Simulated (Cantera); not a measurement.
What does this Cantera script print?

```python
import numpy as np
import cantera as ct

gas_names = """
    C CO COS CO2 CS CS2 C2 C2O C3 C3O2 C4 C5 Mg MgO MgS Mg2 O O2 O3 S SO SO2 SO3 S2 S2O S8
""".split()
cond_names = """
    C(gr) Mg(cr) Mg(L) MgCO3(s) MgO(s) MgO(L) MgS(s) MgSO4(s) MgSO4(L) S(cr1) S(cr2) S(L)
""".split()


def load(file, names, dense=False):
    # The tables refer to 1 bar. Condensed volumes are neglected.
    table = {s.name: s for s in ct.Species.list_from_file(file)}
    out = []
    for n in names:
        d = dict(table[n].input_data)
        d["thermo"] = dict(d["thermo"], **{"reference-pressure": 1e5})
        if dense:
            d["equation-of-state"] = {"model": "constant-volume", "density": "1e6 g/cm^3"}
        out.append(ct.Species.from_dict(d))
    return out


gas = ct.Solution(thermo="ideal-gas", species=load("nasa_gas.yaml", gas_names))
cond = {s.name: ct.Solution(thermo="fixed-stoichiometry", species=[s], name=s.name)
        for s in load("nasa_condensed.yaml", cond_names, dense=True)}
atoms = {
    'MgSO4': {'Mg': 1, 'S': 1, 'O': 4},
    'CO2': {'C': 1, 'O': 2},
}
top_T = {'C(gr)': 4500, 'MgS(s)': 2250}  # K; cautious upper limits of use, not melting points


def equilibrate(T, P, feed):
    n = {}
    for name, mol in feed.items():
        for a, k in atoms[name].items():
            n[a] = n.get(a, 0.0) + k * mol
    gas.TPX = T, P, n
    mass = sum(n.values()) * gas.mean_molecular_weight
    gas.equilibrate("TP")
    valid = [c for c in cond.values() if c.min_temp <= T <= top_T.get(c.name, c.max_temp)]
    mix = ct.Mixture([(gas, mass / gas.mean_molecular_weight)] + [(c, 0.0) for c in valid])
    mix.T, mix.P = T, P
    mix.equilibrate("TP", solver="vcs", rtol=1e-11, max_steps=5000)
    return mix


results = []
feed = {'MgSO4': 1, 'CO2': 0.046}  # mol
T = 1398.15  # K
P = 420  # Pa
mix = equilibrate(T, P, feed)
results.append((T, P, feed, dict(zip(mix.species_names, mix.species_moles))))
x = sorted(zip(gas.X, gas.species_names), reverse=True)
print(f"T = {T:g} K  P = {P:g} Pa  gas = {mix.phase_moles(0):.4g} mol")
print("   x: " + "  ".join(f"{s} {v:.3e}" for v, s in x if v > 0.001))
print("   condensed (mol): " + ("  ".join(f"{mix.phase(i).name} {mix.phase_moles(i):.4g}"
      for i in range(1, mix.n_phases) if mix.phase_moles(i) > 1e-12) or "none"))
```

Output:

```
T = 1398.15 K  P = 420 Pa  gas = 1.545 mol
   x: SO2 6.458e-01  O2 3.229e-01  CO2 2.978e-02  SO3 1.555e-03
   condensed (mol): MgO(s) 1
```

Method: chemical equilibrium by Gibbs-energy minimisation in Cantera with the NASA 1993 tables (ideal gas, pure condensed phases).
